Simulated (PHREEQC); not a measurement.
Solution (25 °C): 1.7 mol MgSO4, 3.9 mol MnCl2 and 6.2e-05 mol H4SiO4 per kg of water. Closed to the air; pH follows from the charge balance.

Model: Pitzer model, pitzer.dat, run in PHREEQC.

Q: The ionic strength comes out as 18.5 mol/kgw. What activity coefficients do Cl-, Mg+2, HSO4-, SO4-2, MgOH+ get?

A: Cl- 1.0, Mg+2 150, HSO4- 0.11, SO4-2 0.0022, MgOH+ 0.46. Single-ion values are on the MacInnes scale.

This is a speciation only: nothing precipitates in the calculation. The solution is supersaturated, for example in Epsomite, so a real one may precipitate; this is no full list. Species that the database lacks are ignored. In brines, pH and single-ion activities rest on the MacInnes convention.
